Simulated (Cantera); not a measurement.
# Low-pressure radical oxidation in H2/O2

An isothermal, constant-pressure homogeneous reactor starts with 1.38 % H₂, 98.6 % O₂, equivalence ratio 0.0070, at 1350 K and 0.00110 bar.

Detailed kinetics in Cantera: the H2/O2 subset of GRI-Mech 3.0, which has no nitrogen chemistry. Radical loss at walls, strong at low pressure, is not modelled.

| t (s) | x H₂ | x O₂ | x OH | x H₂O | x HO₂ |
|---|---|---|---|---|---|
| 7.00e-5 | 0.0138 | 0.986 | 1.02e-10 | 1.06e-12 | 8.97e-10 |
| 0.000283 | 0.0138 | 0.986 | 1.31e-9 | 5.81e-11 | 3.62e-9 |
| 0.00114 | 0.0138 | 0.986 | 1.14e-8 | 2.27e-9 | 1.46e-8 |
| 0.00461 | 0.0138 | 0.986 | 9.58e-8 | 7.22e-8 | 5.90e-8 |
| 0.0186 | 0.0138 | 0.986 | 9.50e-6 | 1.31e-5 | 2.34e-7 |
| 0.0752 | 0.000104 | 0.973 | 0.00173 | 0.0125 | 5.92e-8 |
| 0.304 | 7.50e-5 | 0.973 | 0.00162 | 0.0126 | 5.64e-8 |
| 1.23 | 7.32e-5 | 0.973 | 0.00160 | 0.0127 | 5.58e-8 |
| 4.95 | 6.67e-5 | 0.975 | 0.00153 | 0.0127 | 5.34e-8 |
| 20.0 | 4.74e-5 | 0.978 | 0.00129 | 0.0130 | 4.53e-8 |
x: mole fraction; the columns are a selection and need not sum to one.

Equilibrium at this temperature and pressure: H₂ 8.66e-8, O₂ 0.986, OH 5.54e-5, H₂O 0.0139, HO₂ 1.28e-8 (gas phase only).
